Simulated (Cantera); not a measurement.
Charge: 1 mol Al, 1.2 mol Cl2, 4.5 mol H2, equilibrated at 1175 K and 0.133 bar.

Cantera equilibrium calculation (NASA polynomials, part measured and part estimated; ideal gas, pure solids and liquids). Candidate condensed phases: Al, AlCl3; 12 gas species. The tables' values for AlCl2 are old estimates; treat these amounts as uncertain. The numbers say what is thermodynamically allowed, not how fast it happens.

Base state: H2 0.818, AlCl3 0.121, AlCl 0.0486, AlCl2 0.0125, HCl 0.000560, Al2Cl6 2.52e-5 (mole fractions); condensed: gas only.

Q: What changes in the equilibrium state with this change: temperature from 1175 K to 1098 K?

A: 
```csv
species,before,after
H2,0.818,0.823
AlCl3,0.121,0.126
AlCl,0.0486,0.0416
AlCl2,0.0125,0.00913
HCl,0.000560,0.000184
Al2Cl6,2.52e-5,6.19e-5
"Al(l), mol",0,0.0319
```

Q: What changes in the equilibrium state with this change: Cl2 from 1.2 to 5 mol?

A: 
```csv
species,before,after
HCl,0.000560,0.778
H2,0.818,0.111
AlCl3,0.121,0.111
AlCl,0.0486,3.15e-9
AlCl2,0.0125,3.05e-6
Al2Cl6,2.52e-5,2.13e-5
```
